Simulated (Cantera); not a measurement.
Source: NASA polynomial tables (part measured, part estimated), evaluated in Cantera. Values are per mole of reaction as written; species without (g) are pure solids or liquids, kept so even where they would boil at 1 bar. VN: taken at fixed stoichiometry.

4 N(g) + 5 V2O3 = 4 VN + 3 V2O5

```csv
T (K),ΔH° (kJ),ΔS° (J/K),ΔG° (kJ),log10 K,condensed phases
498,-1326.5,-587.7,-1033.8,108.43,"V2O3(s), VN(s), V2O5(s)"
598,-1329.1,-592.6,-974.7,85.14,"V2O3(s), VN(s), V2O5(s)"
698,-1331.0,-595.5,-915.3,68.50,"V2O3(s), VN(s), V2O5(s)"
798,-1332.3,-597.2,-855.7,56.01,"V2O3(s), VN(s), V2O5(s)"
898,…,…,…,…,"V2O3(s), VN(s), V2O5(s)"
998,-1138.9,-392.3,-747.4,39.12,"V2O3(s), VN(s), V2O5(l)"
1098,-1138.0,-391.4,-708.2,33.69,"V2O3(s), VN(s), V2O5(l)"
1198,…,…,…,…,"V2O3(s), VN(s), V2O5(l)"
1298,-1139.1,-392.3,-629.9,25.35,"V2O3(s), VN(s), V2O5(l)"
```

Q: Complete the blanks.

A: 
- 898, ΔH° (kJ): -1333.1
- 898, ΔS° (J/K): -598.2
- 898, ΔG° (kJ): -795.9
- 898, log10 K: 46.29
- 1198, ΔH° (kJ): -1138.0
- 1198, ΔS° (J/K): -391.5
- 1198, ΔG° (kJ): -669.1
- 1198, log10 K: 29.17
